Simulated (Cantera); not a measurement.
# Thermodynamics of iron carbonyl, mercury and lead vapours, feed PbO + N₂

Feed: 1 mol PbO, 6.1 mol N₂, held at 1 atm.

Cantera equilibrium calculation (NASA polynomials, part measured and part estimated; ideal gas, pure solids and liquids). Candidate condensed phases: Pb, PbO, PbO₂, Pb₃O₄; 12 gas species. Gases not in the tables: (PbO)n polymers. Rates play no part.

```
T (K)   x N₂     x PbO      x Pb      x O₂  n PbO(yellow)  n PbO(l)
-----  -----  --------  --------  --------  -------------  --------
1000    1.00   3.01e-7   6.05e-8   2.43e-8          1.000         0
1100   1.000   6.11e-6   1.10e-6   4.77e-7          1.000         0
1200   1.000   6.73e-5   1.15e-5   5.22e-6              0     1.000
1300   0.999  0.000445   7.71e-5   3.57e-5              0     0.997
1400   0.997   0.00221  0.000389  0.000183              0     0.984
1500   0.989   0.00871   0.00157  0.000744              0     0.937
1600   0.963    0.0285   0.00527   0.00252              0     0.786
```
x: gas mole fraction; n: condensed amount in mol.

From 1000 K to 1100 K the condensed part is PbO(yellow). From 1200 K to 1600 K the condensed part is PbO(l).
